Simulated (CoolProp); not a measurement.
Properties of R11 along the isotherm 500 K (Tc = 471.1 K, pc = 4.408 MPa, ω = 0.189).

Model: reference Helmholtz-energy equation of state, Jacobsen 1992, in CoolProp.

```json
[
 {"p (MPa)": "4.9", "phase": "supercritical", "speed of sound (m/s)": "___", "conductivity (mW/(m K))": "24.2", "fugacity coefficient": "0.7018"},
 {"p (MPa)": "9.79", "phase": "supercritical", "speed of sound (m/s)": "227.1", "conductivity (mW/(m K))": "___", "fugacity coefficient": "___"},
 {"p (MPa)": "14.7", "phase": "supercritical", "speed of sound (m/s)": "315.2", "conductivity (mW/(m K))": "___", "fugacity coefficient": "___"},
 {"p (MPa)": "19.6", "phase": "supercritical", "speed of sound (m/s)": "374.6", "conductivity (mW/(m K))": "53.3", "fugacity coefficient": "0.3222"},
 {"p (MPa)": "24.5", "phase": "supercritical", "speed of sound (m/s)": "421.1", "conductivity (mW/(m K))": "56.7", "fugacity coefficient": "0.3000"},
 {"p (MPa)": "29.4", "phase": "supercritical", "speed of sound (m/s)": "460.0", "conductivity (mW/(m K))": "59.7", "fugacity coefficient": "___"},
 {"p (MPa)": "34.3", "phase": "supercritical", "speed of sound (m/s)": "___", "conductivity (mW/(m K))": "62.3", "fugacity coefficient": "0.2859"},
 {"p (MPa)": "39.2", "phase": "supercritical", "speed of sound (m/s)": "___", "conductivity (mW/(m K))": "64.6", "fugacity coefficient": "0.2873"},
 {"p (MPa)": "44.1", "phase": "supercritical", "speed of sound (m/s)": "552.0", "conductivity (mW/(m K))": "66.7", "fugacity coefficient": "0.2925"}
]
```

Fill in the missing entries.


- 4.9, speed of sound (m/s): 121.5
- 9.79, conductivity (mW/(m K)): 42.6
- 9.79, fugacity coefficient: 0.4616
- 14.7, conductivity (mW/(m K)): 48.9
- 14.7, fugacity coefficient: 0.3661
- 29.4, fugacity coefficient: 0.2894
- 34.3, speed of sound (m/s): 493.9
- 39.2, speed of sound (m/s): 524.3

Thermal conductivity comes from a separate model (McLinden 2000), an estimate that may be off by 10 % or more.
